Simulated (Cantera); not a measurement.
A Cantera script and what it prints.

```python
import numpy as np
import cantera as ct

gas_names = """
    AL ALCL ALCL2 ALCL3 ALH AL2 AL2CL6 CL CL2 H HCL H2
""".split()
cond_names = """
    AL(cr) AL(L) ALCL3(s) ALCL3(L)
""".split()


# ... load() reads the species with a 1 bar reference pressure and builds the phases ...
atoms = {
    'Al': {'AL': 1},
    'HCl': {'H': 1, 'CL': 1},
    'Cl2': {'CL': 2},
}
top_T = {}  # K; cautious upper limits of use, not melting points


# ... equilibrate(T, P, feed) seeds the gas with the atoms and calls Mixture.equilibrate('TP', solver="vcs", rtol=1e-11, max_steps=5000) ...
results = []
feed = {'Al': 1, 'HCl': 4.4, 'Cl2': 0.57}  # mol
T = 1125  # K
P = 1.7  # Pa
mix = equilibrate(T, P, feed)
results.append((T, P, feed, dict(zip(mix.species_names, mix.species_moles))))
print(gas.report(threshold=1e-06))
for i in range(1, mix.n_phases):
    print(f"{mix.phase(i).name:16s} {mix.phase_moles(i):12.5e} mol")
```

Result:

```
       temperature   1125 K
          pressure   1.7 Pa
           density   9.2602e-06 kg/m^3
  mean mol. weight   50.952 kg/kmol
   phase of matter   gas

                          1 kg             1 kmol
                     ---------------   ---------------
          enthalpy       -2.9253e+06       -1.4905e+08  J
   internal energy       -3.1089e+06        -1.584e+08  J
           entropy              7013        3.5733e+05  J/K
    Gibbs function       -1.0815e+07       -5.5104e+08  J
 heat capacity c_p            845.97             43104  J/K
 heat capacity c_v            682.79             34789  J/K

                      mass frac. Y      mole frac. X     chem. pot. / RT
                     ---------------   ---------------   ---------------
              ALCL        4.5627e-05        3.7237e-05           -56.681
             ALCL2        0.00076688        0.00039919           -87.501
             ALCL3           0.58413           0.22322           -118.32
                CL        8.3054e-06        1.1937e-05            -30.82
                 H        9.7181e-08        4.9122e-06            -15.18
               HCL           0.40682           0.56856               -46
                H2         0.0082208           0.20777            -30.36
     [   +5 minor]        9.6822e-08        1.8923e-08

AL(L)             0.00000e+00 mol
ALCL3(L)          0.00000e+00 mol
```

Cantera equilibrium calculation (NASA polynomials, part measured and part estimated; ideal gas, pure solids and liquids). The tables' values for AlCl2 are old estimates; treat these amounts as uncertain.
